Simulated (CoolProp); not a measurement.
Model: reference Helmholtz-energy equation of state, Akasaka 2024, in CoolProp.

Question: For R1132(E), give the phase and the density (kg/m³), cp (kJ/(kg K)), Joule-Thomson coefficient (K/MPa), isothermal compressibility (1/MPa) at -2.95 °C and 6.5 MPa; 54.75 °C and 6.5 MPa.

Answer: 
- -2.95 °C and 6.5 MPa: liquid; density 1030, cp 1.68, Joule-Thomson coefficient -0.160, isothermal compressibility 0.00306
- 54.75 °C and 6.5 MPa: liquid; density 825, cp 2.10, Joule-Thomson coefficient 0.586, isothermal compressibility 0.0149
